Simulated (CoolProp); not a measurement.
Vapour-liquid equilibrium of carbon dioxide (1) + n-perfluorobutane (2) at 233.1 K; x and y are mole fractions of (1).

Model: multi-fluid Helmholtz-energy mixture model, Span 1996 and Gao 2022; pair parameters Bell 2016, in CoolProp.

**Question.** Give the bubble pressure and the first vapour's composition at x = 0.35, 0.8, 0.95. Is there an azeotrope?

**Answer.** x = 0.35: 0.5620 MPa, y = 0.975; x = 0.8: 0.8269 MPa, y = 0.988; x = 0.95: 0.9503 MPa, y = 0.996. No azeotrope shows between x = 0.05 and 0.95.

The pair parameters rest on a limited set of measurements; away from them the model extrapolates. With so large a gap from Raoult's law the liquid may split in two, which this calculation doesn't test in full.
